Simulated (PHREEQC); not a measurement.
Synthetic water in mmol/kgw, 25 °C, pH 7.46, pe 11.1:

```
constituent           mmol/kgw
--------------------  --------
Na                         2.4
K                        0.368
Ca                       0.188
Mg                       0.441
Cl                        2.96
S(6)                    0.0995
Alkalinity (meq/kgw)     0.847
N(5)                     0.034
```

Valence states are taken as typed.

Computed with PHREEQC (ion-association model, phreeqc.dat).

**Question.** The ionic strength comes out as 0.00472 mol/kgw. What activity coefficients do K+, NO3-, HCO3-, CO3-2, SO4-2 get?

**Answer.** K+ 0.93, NO3- 0.93, HCO3- 0.93, CO3-2 0.75, SO4-2 0.75.

Precipitation was switched off in this run.
